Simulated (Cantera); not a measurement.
A closed system holds: 1 mol Ca(OH)2, 1.4 mol H2, held at 648.15 K and 0.290 bar.

Cantera equilibrium calculation (NASA polynomials, part measured and part estimated; ideal gas, pure solids and liquids). Candidate condensed phases: Ca, CaO, Ca(OH)2, H2O; 14 gas species. Rates play no part.

Base state: H2 0.891, H2O 0.109 (mole fractions); condensed: CaO(s) + Ca(OH)2(s).

Q: What changes in the equilibrium state with this change: temperature from 648.15 K to 1225 K?

A: 
```
species          before  after
---------------  ------  -----
H2                0.891  0.583
H2O               0.109  0.417
CaO(s), mol       0.171   1.00
Ca(OH)2(s), mol   0.829      0
```
